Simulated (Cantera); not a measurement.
What does this Cantera script print?

```python
import numpy as np
import cantera as ct

gas_names = """
    AL ALCL ALCL2 ALCL3 ALH AL2 AL2CL6 CL CL2 H HCL H2
""".split()
cond_names = """
    AL(cr) AL(L) ALCL3(s) ALCL3(L)
""".split()


# ... load() reads the species with a 1 bar reference pressure and builds the phases ...
atoms = {
    'Al': {'AL': 1},
    'HCl': {'H': 1, 'CL': 1},
}
top_T = {}  # K; cautious upper limits of use, not melting points


# ... equilibrate(T, P, feed) seeds the gas with the atoms and calls Mixture.equilibrate('TP', solver="vcs", rtol=1e-11, max_steps=5000) ...
results = []
feed = {'Al': 1, 'HCl': 5}  # mol
T = 573  # K
for P in [1, 6.8, 46, 320, 2200, 15000, 100000]:
    mix = equilibrate(T, P, feed)
    results.append((T, P, feed, dict(zip(mix.species_names, mix.species_moles))))

top = {s: max(r[3][s] / sum(r[3][g] for g in gas_names) for r in results) for s in gas_names}
cols = sorted((s for s in top if top[s] > 0.001), key=lambda s: -top[s])[:5]
seen = [c for c in cond_names if any(r[3].get(c, 0) > 1e-12 for r in results)]
print("log10 of partial pressures in bar; condensed amounts in mol")
print(f"{'P/Pa':>10s}" + "".join(f"{s[:9]:>10s}" for s in cols + seen))
for T, P, feed, n in results:
    ng = sum(n[g] for g in gas_names)
    print(f"{P:10.4g}" + "".join(f"{np.log10(max(n[s] / ng * P / 1e5, 1e-99)):10.3f}" for s in cols)
          + "".join(f"{n.get(c, 0):10.4g}" for c in seen))
```

Result:

```
log10 of partial pressures in bar; condensed amounts in mol
      P/Pa       HCL        H2     ALCL3    AL2CL6
         1    -5.351    -5.476    -5.661    -7.681
       6.8    -4.514    -4.639    -4.864    -6.089
        46    -3.671    -3.796    -4.173    -4.705
       320    -2.813    -2.938    -3.611    -3.581
      2200    -1.966    -2.091    -3.136    -2.631
   1.5e+04    -1.128    -1.253    -2.697    -1.754
     1e+05    -0.302    -0.427    -2.277    -0.914
```

These are equilibrium values from Cantera (NASA tables, ideal gas, pure condensed phases), not measurements of a reactor.
